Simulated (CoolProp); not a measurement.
cis-2-butene at several states: density (kg/m³) from the reference equation and from simpler models built on Tc = 435.8 K, pc = 4.236 MPa, ω = 0.202; each cubic takes its own stable root.

Model: reference Helmholtz-energy equation of state, Lemmon 2005, in CoolProp. It is a short technical equation, of lower accuracy than the large ones.

| T (K) | p (MPa) | phase | reference | van der Waals | Redlich-Kwong | Soave-Redlich-Kwong | Peng-Robinson |
|---|---|---|---|---|---|---|---|
| 228.3 | 0.221 | liquid | 692.8 | 424.3 | 629.1 | 639.0 | 719.6 |
| 204.6 | 0.695 | liquid | 717.7 | 438.1 | 650.9 | 658.3 | 740.0 |
| 355.4 | 21.6 | liquid | 586.1 | 399.1 | 544.2 | 552.6 | 620.0 |
| 166.7 | 2.05 | liquid | 757.3 | 458.2 | 681.4 | 685.1 | 768.0 |
| 214.5 | 13.6 | liquid | 716.0 | 447.7 | 653.0 | 659.8 | 740.4 |
| 516.5 | 0.0616 | gas | 0.8071 | 0.8071 | 0.8072 | 0.8070 | 0.8074 |
